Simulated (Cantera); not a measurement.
An adiabatic, constant-pressure homogeneous reactor starts with CH4 : C2H6 : O2 : N2 : H2O = 1 : 0.039 : 3.75 : 14.1 : 1.6 (molar parts), equivalence ratio 0.57, at 1450 K and 6.80 bar.

Cantera simulation using GRI-Mech 3.0 (53 species, 325 reactions); the numbers are that mechanism's predictions, not measurements.

### Question
Predict: time of steepest temperature rise; temperature at 1.00 s; equilibrium temperature; x(O2) at 1.00 s; x(H2O) at 1.00 s; x(NO2) at 1.00 s; x(CO2) at 1.00 s; x(H) at 1.00 s.

### Answer
```
Item                                                                   Value
---------------------------------  -----------------------------------------
time of steepest temperature rise                                   0.202 ms
temperature at 1.00 s                                                 2420 K
equilibrium temperature                                               2420 K
x(O2) at 1.00 s                        0.0721 (gas-phase equilibrium 0.0721)
x(H2O) at 1.00 s                         0.176 (gas-phase equilibrium 0.176)
x(NO2) at 1.00 s                     1.61e-5 (gas-phase equilibrium 1.61e-5)
x(CO2) at 1.00 s                       0.0506 (gas-phase equilibrium 0.0506)
x(H) at 1.00 s                     0.000215 (gas-phase equilibrium 0.000215)
```
